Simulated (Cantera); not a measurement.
**Stirred combustor or abatement burner**

A perfectly stirred reactor is fed with 3.56 % C2H4, 19.5 % O2, 73.4 % N2, 3.46 % H2O, at 5.00 bar; it is adiabatic with a 523 K inlet, and is followed from long to short residence time, starting on the burning branch (τ in s: 0.051, 0.019, 0.0069, 0.0026, 0.00095, 0.00035, 0.00013, 4.8e-05, 1.8e-05, 6.5e-06).

Cantera simulation using GRI-Mech 3.0 (53 species, 325 reactions); the numbers are that mechanism's predictions, not measurements. GRI-Mech 3.0 was tuned for natural gas; its chemistry of ethylene as a main component is partial and can be far from experiment.

```tsv
τ (s)	T (K)	x C2H4	x O2	x H2O	x CH3	x CO	x C2H2
0.051	1823	4.46e-6	0.0886	0.105	1.38e-7	0.000204	3.22e-6
0.019	1820	8.98e-6	0.0887	0.105	3.33e-7	0.000400	5.26e-6
0.0069	1815	1.75e-5	0.0888	0.105	7.93e-7	0.000796	7.89e-6
0.0026	1806	3.22e-5	0.0891	0.105	1.77e-6	0.00154	1.10e-5
0.00095	1789	6.04e-5	0.0898	0.104	3.94e-6	0.00304	1.50e-5
0.00035	1757	0.000116	0.0912	0.103	8.64e-6	0.00599	2.04e-5
0.00013	1697	0.000250	0.0946	0.102	1.99e-5	0.0121	2.96e-5
4.8e-5	523	0.0356	0.195	0.0346	<1e-12	<1e-12	<1e-12
1.8e-5	523	0.0356	0.195	0.0346	<1e-12	<1e-12	<1e-12
6.5e-6	523	0.0356	0.195	0.0346	<1e-12	<1e-12	<1e-12
```
x: mole fraction; the columns are a selection and need not sum to one.
